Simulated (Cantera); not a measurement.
A freely propagating, adiabatic, planar premixed flame of H2 : O2 : N2 = 1 : 0.455 : 2.05 (molar parts), equivalence ratio 1.1, unburnt at 400 K and 3750 Torr; mixture-averaged transport, grid criteria slope 0.08 and curve 0.16, no radiation.

Model: the H2/O2 subset of GRI-Mech 3.0, which has no nitrogen chemistry, integrated in Cantera. The hydrogen kinetics of GRI-Mech 3.0 are dated; newer H2 mechanisms differ, most at raised pressure. Burning velocities carry a grid error of a few per cent, more on coarse grids.

### Question
What does this change do: inlet temperature 400 to 600 K?

### Answer
```csv
quantity,before,after
laminar burning velocity,278 cm/s,628 cm/s
thermal thickness,0.0548 mm,0.0620 mm
peak x(HO2),0.000992,0.000837
peak x(H2O2),0.000134,6.51e-5
peak x(O),0.00452,0.00648
peak x(H),0.0225,0.0323
```
